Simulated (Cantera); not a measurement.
Charge: 1 mol SiO₂, 3.8 mol CO, 12 mol H₂, equilibrated at 1300 °C and 11.0 Pa.

Method: chemical equilibrium by Gibbs-energy minimisation in Cantera with the NASA 1993 tables (ideal gas, pure condensed phases). Candidate condensed phases: C, C₆H₆, C₇H₈, C₈H₁₈, H₂O, Si, SiC, SiO₂; 123 gas species. The tables hold silica as quartz up to 1696 K and as liquid above; real silica turns to tridymite and cristobalite and melts near 1996 K. Rates play no part.

Q: What is the equilibrium state?

A: 
```json
{
 "x(H₂)": "0.740",
 "x(CO)": "0.237",
 "x(SiO)": "0.00978",
 "x(H₂O)": "0.00881",
 "x(H)": "0.00334",
 "x(CO₂)": "0.000974",
 "x(OH)": "1.43e-6",
 "n(SiO₂(β-quartz))": "0.844 mol",
 "gas_amount": "15.98 mol",
 "log10 activity of C(graphite) (absent)": "-5.64",
 "log10 activity of Si(s) (absent)": "-6.46"
}
```
